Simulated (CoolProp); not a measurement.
R227EA along the isobar 4520 kPa: fugacity coefficient from the reference equation and from simpler models built on Tc = 101.8 °C, pc = 2925 kPa, ω = 0.358; each cubic takes its own stable root.

Computed with CoolProp (reference Helmholtz-energy equation of state, Lemmon 2016).

```tsv
T (°C)	phase	reference
90.25	liquid	0.4032
101.45	liquid	0.4681
112.55	supercritical	0.5317
123.75	supercritical	0.5904
134.85	supercritical	0.6373
146.05	supercritical	0.6753
157.25	supercritical	0.7074
168.35	supercritical	0.7350
179.55	supercritical	0.7596
190.65	supercritical	0.7814
201.85	supercritical	0.8011
```

Q: How far does each simpler model (van der Waals, Soave-Redlich-Kwong) lie from the reference over these 11 states: mean and median of the absolute difference, and the worst?

A: 
- van der Waals: mean 5.7 %, median 4.4 %, worst +18.3 % at 90.25 °C and 4520 kPa
- Soave-Redlich-Kwong: mean 2.0 %, median 1.7 %, worst +3.5 % at 90.25 °C and 4520 kPa
